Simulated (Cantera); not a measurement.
A perfectly stirred reactor is fed with CH₄ : H₂ : O₂ : N₂ = 1 : 0.2 : 3.09 : 11.6 (molar parts), equivalence ratio 0.68, at 10.0 bar; it is adiabatic with a 325 K inlet, and is followed from long to short residence time, starting on the burning branch (τ in s: 0.04, 0.019, 0.0093, 0.0045, 0.0022, 0.001, 0.0005, 0.00024, 0.00012, 5.6e-05, 2.7e-05, 1.3e-05).

Detailed kinetics in Cantera: GRI-Mech 3.0 (53 species, 325 reactions).

Q: Predict: blow-out, bracketed by the residence times tried; x(CH₄) at τ = 40.0 ms; x(H₂) at τ = 40.0 ms; x(O₂) at τ = 40.0 ms; x(H₂O) at τ = 40.0 ms; x(CH₄) at τ = 0.500 ms; x(H₂) at τ = 0.500 ms; x(O₂) at τ = 0.500 ms; x(H₂O) at τ = 0.500 ms; x(C₂H₆) at τ = 0.500 ms.

A: 
- blow-out, bracketed by the residence times tried = burning at 0.240 ms, out at 0.120 ms
- x(CH₄) at τ = 40.0 ms = 7.90e-6
- x(H₂) at τ = 40.0 ms = 3.05e-5
- x(O₂) at τ = 40.0 ms = 0.0626
- x(H₂O) at τ = 40.0 ms = 0.139
- x(CH₄) at τ = 0.500 ms = 0.000216
- x(H₂) at τ = 0.500 ms = 0.000484
- x(O₂) at τ = 0.500 ms = 0.0647
- x(H₂O) at τ = 0.500 ms = 0.137
- x(C₂H₆) at τ = 0.500 ms = 1.72e-7
